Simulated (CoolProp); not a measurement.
A Linde-Hampson liquefier for ethylene: isothermal reversible compression at 320 K from 1 atm to 10 MPa, throttling to 1 atm, return gas leaving the recuperator 5 K below the feed. Each further row changes one setting.

Computed with CoolProp (reference Helmholtz-energy equation of state, Smukala 2000).

```
case                        liquid yield per pass  compression work (kJ/kg of gas)
--------------------------  ---------------------  -------------------------------
as stated                                     [?]                              386
high pressure 20 MPa                          [?]                              [?]
warm-end temperature 350 K                    [?]                              [?]
warm-end gap 10 K                             [?]                              386
```

Task: Complete the blanks.

Result: 
- as stated, liquid yield per pass: 0.312
- high pressure 20 MPa, liquid yield per pass: 0.410
- high pressure 20 MPa, compression work (kJ/kg of gas): 418
- warm-end temperature 350 K, liquid yield per pass: 0.191
- warm-end temperature 350 K, compression work (kJ/kg of gas): 440
- warm-end gap 10 K, liquid yield per pass: 0.304
